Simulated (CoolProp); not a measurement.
Model: reference Helmholtz-energy equation of state, Gao 2020, in CoolProp.

### Question
Give the vapour pressure (kPa), vapour density (kg/m³), liquid conductivity (mW/(m K)) of saturated ammonia at -64.65 °C.

### Answer
| T (°C) | p (kPa) | vapour density (kg/m³) | liquid conductivity (mW/(m K)) |
|---|---|---|---|
| -64.65 | 16.0 | 0.158 | 773 |

Thermal conductivity comes from a separate model (Tufeu 1984).
